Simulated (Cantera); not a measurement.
Mixture: 12.8 % CH₄, 3.46 % H₂, 16.2 % O₂, 67.6 % N₂, equivalence ratio 1.7, at 9.87 atm, adiabatic and at constant pressure. Ignition delay is the time to a rise of 400 K.

Model: GRI-Mech 3.0 (53 species, 325 reactions), integrated in Cantera. Below about 1000 K GRI-Mech 3.0 lacks low-temperature oxidation paths. Below about 950 K walls govern HO2 and H2O2 in real vessels.

Task: Predict: delay at 923 K; delay at 1023 K; delay at 1123 K; delay at 1223 K; delay at 1323 K; apparent activation energy between 1273 and 1373 K.

Result: 
```
Property                                                Result
--------------------------------------------------  ----------
delay at 923 K                                         76.6 ms
delay at 1023 K                                        7.44 ms
delay at 1123 K                                        1.67 ms
delay at 1223 K                                       0.689 ms
delay at 1323 K                                       0.332 ms
apparent activation energy between 1273 and 1373 K  100 kJ/mol
```
